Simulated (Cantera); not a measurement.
Input: 1 mol Pb, 5.4 mol CO, 31 mol H₂, at 1350 K.

Method: chemical equilibrium by Gibbs-energy minimisation in Cantera with the NASA 1993 tables (ideal gas, pure condensed phases). Candidate condensed phases: C, C₆H₆, C₇H₈, C₈H₁₈, H₂O, Pb, PbO, PbO₂, Pb₃O₄; 113 gas species. Rates play no part.

x: gas mole fraction; n: condensed amount in mol.

```json
[
 {"P (Pa)": "10", "x H₂": "0.829", "x CO": "0.144", "x Pb": "0.0267", "x CH₄": "1.10e-7", "x H₂O": "2.47e-7", "x CO₂": "2.19e-8", "x H": "?", "n Pb(l)": "0"},
 {"P (Pa)": "52", "x H₂": "0.829", "x CO": "0.144", "x Pb": "0.0267", "x CH₄": "7.63e-7", "x H₂O": "9.62e-7", "x CO₂": "8.53e-8", "x H": "?", "n Pb(l)": "0"},
 {"P (Pa)": "270", "x H₂": "0.829", "x CO": "0.144", "x Pb": "0.0267", "x CH₄": "4.46e-6", "x H₂O": "4.43e-6", "x CO₂": "3.93e-7", "x H": "?", "n Pb(l)": "0"},
 {"P (Pa)": "1400", "x H₂": "0.829", "x CO": "0.144", "x Pb": "0.0267", "x CH₄": "2.39e-5", "x H₂O": "2.23e-5", "x CO₂": "1.98e-6", "x H": "?", "n Pb(l)": "0"},
 {"P (Pa)": "7200", "x H₂": "0.829", "x CO": "0.144", "x Pb": "0.0267", "x CH₄": "0.000124", "x H₂O": "0.000114", "x CO₂": "1.01e-5", "x H": "?", "n Pb(l)": "0"},
 {"P (Pa)": "37000", "x H₂": "0.840", "x CO": "0.146", "x Pb": "0.0132", "x CH₄": "0.000652", "x H₂O": "0.000599", "x CO₂": "5.30e-5", "x H": "?", "n Pb(l)": "0.513"},
 {"P (Pa)": "190000", "x H₂": "0.845", "x CO": "0.145", "x Pb": "0.00258", "x CH₄": "0.00337", "x H₂O": "0.00310", "x CO₂": "0.000271", "x H": "?", "n Pb(l)": "0.907"},
 {"P (Pa)": "1000000", "x H₂": "0.831", "x CO": "0.135", "x Pb": "0.000489", "x CH₄": "0.0167", "x H₂O": "0.0154", "x CO₂": "0.00128", "x H": "?", "n Pb(l)": "0.983"}
]
```

Q: What belongs in the gaps?

A: 
- 10, x H: 0.000217
- 52, x H: 9.51e-5
- 270, x H: 4.18e-5
- 1400, x H: 1.83e-5
- 7200, x H: 8.09e-6
- 37000, x H: 3.59e-6
- 190000, x H: 1.59e-6
- 1000000, x H: 6.87e-7
